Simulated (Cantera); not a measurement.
A perfectly stirred reactor is fed with CH2O : O2 : N2 = 0.013 : 0.0035 : 1 (molar parts), at 500000 Pa; it is held at 1425 K, and followed from long to short residence time.

Detailed kinetics in Cantera: GRI-Mech 3.0 (53 species, 325 reactions).

Problem. What does this change do: O2 0.0035 to 0.0022 parts?

Solution. 
```tsv
quantity	before	after
x(CH2O) at τ = 7.00 s	1.44e-7	1.81e-7
x(O2) at τ = 7.00 s	1.40e-6	1.10e-6
x(CH2) at τ = 7.00 s	<1e-12	<1e-12
x(HO2) at τ = 7.00 s	1.45e-9	1.02e-9
x(CH4) at τ = 7.00 s	2.96e-8	6.80e-8
x(CH2O) at τ = 29.0 ms	2.71e-6	3.70e-6
x(O2) at τ = 29.0 ms	2.63e-5	2.24e-5
x(CH2) at τ = 29.0 ms	5.18e-10	6.10e-10
x(HO2) at τ = 29.0 ms	3.72e-8	3.09e-8
x(CH4) at τ = 29.0 ms	6.47e-7	1.20e-6
```

Problem. What does this change do: O2 0.0035 to 0.0023 parts?

Solution. 
```tsv
quantity	before	after
x(CH2O) at τ = 7.00 s	1.44e-7	1.76e-7
x(O2) at τ = 7.00 s	1.40e-6	1.12e-6
x(CH2) at τ = 7.00 s	<1e-12	<1e-12
x(HO2) at τ = 7.00 s	1.45e-9	1.05e-9
x(CH4) at τ = 7.00 s	2.96e-8	6.34e-8
x(CH2O) at τ = 29.0 ms	2.71e-6	3.58e-6
x(O2) at τ = 29.0 ms	2.63e-5	2.27e-5
x(CH2) at τ = 29.0 ms	5.18e-10	6.09e-10
x(HO2) at τ = 29.0 ms	3.72e-8	3.14e-8
x(CH4) at τ = 29.0 ms	6.47e-7	1.15e-6
```
